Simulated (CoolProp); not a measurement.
Vapour-liquid equilibrium of R143a (1) + isobutane (2) at -5.75 °C; x and y are mole fractions of (1).

Values from CoolProp's multi-fluid Helmholtz-energy mixture model, Lemmon and Jacobsen 2000 and Bücker 2006; pair parameters Bell 2016.

```json
[
 {"x": "0.05", "bubble pressure, mixture model (kPa)": "198.9", "bubble pressure, Raoult's law (kPa)": "146.8", "y, mixture model": "0.372", "y, Raoult's law": "0.176"},
 {"x": "0.15", "bubble pressure, mixture model (kPa)": "297.9", "bubble pressure, Raoult's law (kPa)": "185.7", "y, mixture model": "___", "y, Raoult's law": "0.417"},
 {"x": "0.25", "bubble pressure, mixture model (kPa)": "358.7", "bubble pressure, Raoult's law (kPa)": "224.5", "y, mixture model": "0.685", "y, Raoult's law": "0.575"},
 {"x": "0.35", "bubble pressure, mixture model (kPa)": "397.7", "bubble pressure, Raoult's law (kPa)": "263.4", "y, mixture model": "0.730", "y, Raoult's law": "0.686"},
 {"x": "0.45", "bubble pressure, mixture model (kPa)": "___", "bubble pressure, Raoult's law (kPa)": "302.3", "y, mixture model": "___", "y, Raoult's law": "0.768"},
 {"x": "0.55", "bubble pressure, mixture model (kPa)": "447.0", "bubble pressure, Raoult's law (kPa)": "341.1", "y, mixture model": "0.789", "y, Raoult's law": "0.832"},
 {"x": "0.65", "bubble pressure, mixture model (kPa)": "466.2", "bubble pressure, Raoult's law (kPa)": "380.0", "y, mixture model": "0.818", "y, Raoult's law": "0.883"},
 {"x": "0.75", "bubble pressure, mixture model (kPa)": "___", "bubble pressure, Raoult's law (kPa)": "418.9", "y, mixture model": "0.851", "y, Raoult's law": "0.924"},
 {"x": "0.85", "bubble pressure, mixture model (kPa)": "500.2", "bubble pressure, Raoult's law (kPa)": "457.7", "y, mixture model": "0.896", "y, Raoult's law": "0.958"},
 {"x": "0.95", "bubble pressure, mixture model (kPa)": "512.6", "bubble pressure, Raoult's law (kPa)": "496.6", "y, mixture model": "0.958", "y, Raoult's law": "0.987"}
]
```

### Question
What belongs in the gaps?

### Answer

- 0.15, y, mixture model: 0.601
- 0.45, bubble pressure, mixture model (kPa): 425.2
- 0.45, y, mixture model: 0.762
- 0.75, bubble pressure, mixture model (kPa): 484.0

The largest gap from Raoult's law is +60.4 % in bubble pressure, at x = 0.15. No azeotrope shows between x = 0.05 and 0.95.

Pair parameters are fitted to limited data, so mixtures are less certain than the pure fluids. With so large a gap from Raoult's law the liquid may split in two, which this calculation doesn't test in full.
